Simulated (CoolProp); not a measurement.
Vapour-liquid equilibrium of R114 (1) + n-pentane (2) at 313.9 K; x and y are mole fractions of (1).

The numbers come from the multi-fluid Helmholtz-energy mixture model, Platzer 1990 and Thol 2019; pair parameters Bell 2016 in CoolProp. This equation is an older, rougher fit; its heat capacities, sound speeds and derivatives of the liquid may be far off and weren't checked against measurements.

```json
[
 {"x": "0.05", "bubble pressure (MPa)": "0.1395", "y at the bubble point": "0.184", "dew pressure at overall composition x (MPa)": "0.1237", "liquid density (mol/L)": "8.372"},
 {"x": "0.2", "bubble pressure (MPa)": "0.1923", "y at the bubble point": "0.482", "dew pressure at overall composition x (MPa)": "0.1416", "liquid density (mol/L)": "8.327"},
 {"x": "0.35", "bubble pressure (MPa)": "0.2333", "y at the bubble point": "0.633", "dew pressure at overall composition x (MPa)": "0.1651", "liquid density (mol/L)": "8.284"},
 {"x": "0.5", "bubble pressure (MPa)": "0.2659", "y at the bubble point": "0.732", "dew pressure at overall composition x (MPa)": "0.1966", "liquid density (mol/L)": "8.248"},
 {"x": "0.65", "bubble pressure (MPa)": "0.2932", "y at the bubble point": "0.810", "dew pressure at overall composition x (MPa)": "0.2387", "liquid density (mol/L)": "8.221"},
 {"x": "0.8", "bubble pressure (MPa)": "0.3173", "y at the bubble point": "0.885", "dew pressure at overall composition x (MPa)": "0.2897", "liquid density (mol/L)": "8.208"},
 {"x": "0.95", "bubble pressure (MPa)": "0.3390", "y at the bubble point": "0.968", "dew pressure at overall composition x (MPa)": "0.3348", "liquid density (mol/L)": "8.212"}
]
```

No azeotrope shows between x = 0.05 and 0.95.

The pair parameters rest on a limited set of measurements; away from them the model extrapolates.
